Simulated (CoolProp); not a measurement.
Carbon monoxide along the isotherm -198.15 °C: Z from the reference equation and from simpler models built on Tc = -140.3 °C, pc = 3.498 MPa, ω = 0.050; each cubic takes its own stable root.

Values from CoolProp's reference Helmholtz-energy equation of state, Lemmon 2006. It is a short technical equation, of lower accuracy than the large ones.

```json
[
 {"p (MPa)": "0.477", "phase": "liquid", "reference": "0.02605"},
 {"p (MPa)": "0.954", "phase": "liquid", "reference": "0.05204"},
 {"p (MPa)": "1.43", "phase": "liquid", "reference": "0.07792"},
 {"p (MPa)": "1.91", "phase": "liquid", "reference": "0.1040"},
 {"p (MPa)": "2.39", "phase": "liquid", "reference": "0.1299"},
 {"p (MPa)": "2.86", "phase": "liquid", "reference": "0.1553"},
 {"p (MPa)": "3.34", "phase": "liquid", "reference": "0.1812"},
 {"p (MPa)": "3.82", "phase": "liquid", "reference": "0.2070"},
 {"p (MPa)": "4.29", "phase": "liquid", "reference": "0.2322"},
 {"p (MPa)": "4.77", "phase": "liquid", "reference": "0.2579"},
 {"p (MPa)": "5.25", "phase": "liquid", "reference": "0.2835"}
]
```

**Question.** How far does each simpler model (van der Waals, Redlich-Kwong, Soave-Redlich-Kwong) lie from the reference over these 11 states: mean and median of the absolute difference, and the worst?

**Answer.** 
- van der Waals: mean 45.7 %, median 45.7 %, worst +46.7 % at -198.15 °C and 0.477 MPa
- Redlich-Kwong: mean 0.7 %, median 0.8 %, worst -0.8 % at -198.15 °C and 5.25 MPa
- Soave-Redlich-Kwong: mean 0.1 %, median 0.1 %, worst -0.1 % at -198.15 °C and 5.25 MPa
